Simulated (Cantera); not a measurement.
Charge: 1 mol NiS, 25 mol H2, held at 16.0 Pa.

These are equilibrium values from Cantera (NASA tables, ideal gas, pure condensed phases), not measurements of a reactor. Candidate condensed phases: Ni, NiS, NiS2, Ni3S2, Ni3S4, S; 9 gas species. The numbers say what is thermodynamically allowed, not how fast it happens. All values below are at 1498 K.

Base state: H2 0.975, S2 0.0156, H2S 0.00565, SH 0.00198, H 0.00134, S 0.000392, Ni 0.000307, NiS 0.000103 (mole fractions); condensed: Ni(s).

### Question
What changes in the equilibrium state with this change: pressure from 16.0 Pa to 1 atm?

### Answer
```json
[
 {"species": "H2", "before": "0.975", "after": "0.987"},
 {"species": "H2S", "before": "0.00565", "after": "0.0132"},
 {"species": "SH", "before": "0.00198", "after": "5.80e-5"},
 {"species": "S2", "before": "0.0156", "after": "1.32e-5"},
 {"species": "Ni", "before": "0.000307", "after": "4.57e-8"},
 {"species": "NiS", "before": "0.000103", "after": "3.56e-8"},
 {"species": "S", "before": "0.000392", "after": "1.44e-7"},
 {"species": "H", "before": "0.00134", "after": "1.70e-5"},
 {"species": "Ni(s), mol", "before": "0.990", "after": "0"},
 {"species": "Ni3S2(l), mol", "before": "0", "after": "0.333"}
]
```
